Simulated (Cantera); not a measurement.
Cantera with NASA thermochemical tables; ideal gases at 1 bar, condensed phases pure. Values are per mole of reaction as written; species without (g) are pure solids or liquids, kept so even where they would boil at 1 bar.

SiF₄(g) + 2 SiH₂(g) = 4 HF(g) + 3 Si(g)

```tsv
T (K)	ΔH° (kJ)	ΔS° (J/K)	ΔG° (kJ)	log10 K
2075	(withheld)	(withheld)	(withheld)	(withheld)
2175	1346.5	478.1	306.7	-7.37
2275	(withheld)	(withheld)	(withheld)	(withheld)
2375	1342.9	476.5	211.3	-4.65
2475	(withheld)	(withheld)	(withheld)	(withheld)
```

**Question.** Some entries are withheld; supply them.

**Answer.** 
- 2075, ΔH° (kJ): 1348.5
- 2075, ΔS° (J/K): 479.0
- 2075, ΔG° (kJ): 354.6
- 2075, log10 K: -8.93
- 2275, ΔH° (kJ): 1344.7
- 2275, ΔS° (J/K): 477.2
- 2275, ΔG° (kJ): 259.0
- 2275, log10 K: -5.95
- 2475, ΔH° (kJ): 1341.3
- 2475, ΔS° (J/K): 475.8
- 2475, ΔG° (kJ): 163.7
- 2475, log10 K: -3.45
